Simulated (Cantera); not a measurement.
## B₂O₃ + H₂O + N₂ (boron, boron nitride and boron oxide)

Input: 1 mol B₂O₃, 0.49 mol H₂O, a varied amount of N₂, at 652 °C and 0.290 bar.

Equilibrium computed with Cantera from the NASA thermochemical tables; the gas is ideal and each condensed phase is pure. Candidate condensed phases: B, BN, B₂O₃, B₃O₃H₃, H₂O; 39 gas species. Gases not in the tables: H₃BO₃. Kinetics and transport are ignored.

| n(N₂) (mol) | x N₂ | x H₂O | x (HBO₂)₃ | x HBO₂ | n B₂O₃(l) |
|---|---|---|---|---|---|
| 0.97 | 0.666 | 0.330 | 0.00426 | 5.08e-6 | 0.991 |
| 1.3 | 0.727 | 0.269 | 0.00314 | 4.59e-6 | 0.992 |
| 1.8 | 0.787 | 0.211 | 0.00218 | 4.06e-6 | 0.993 |
| 2.5 | 0.837 | 0.162 | 0.00146 | 3.56e-6 | 0.993 |
| 3.5 | 0.878 | 0.121 | 0.000951 | 3.08e-6 | 0.994 |
| 4.8 | 0.908 | 0.0917 | 0.000624 | 2.68e-6 | 0.995 |
| 6.5 | 0.930 | 0.0695 | 0.000412 | 2.33e-6 | 0.996 |
| 9 | 0.948 | 0.0512 | 0.000261 | 2.00e-6 | 0.996 |
| 12 | 0.961 | 0.0390 | 0.000173 | 1.75e-6 | 0.997 |
| 17 | 0.972 | 0.0279 | 0.000104 | 1.48e-6 | 0.997 |
| 23 | 0.979 | 0.0208 | 6.72e-5 | 1.27e-6 | 0.998 |
| 32 | 0.985 | 0.0150 | 4.14e-5 | 1.08e-6 | 0.998 |
| 44 | 0.989 | 0.0110 | 2.58e-5 | 9.26e-7 | 0.998 |
x: gas mole fraction; n: condensed amount in mol.

From 0.97 mol N₂ to 44 mol N₂ the condensed part is B₂O₃(l).
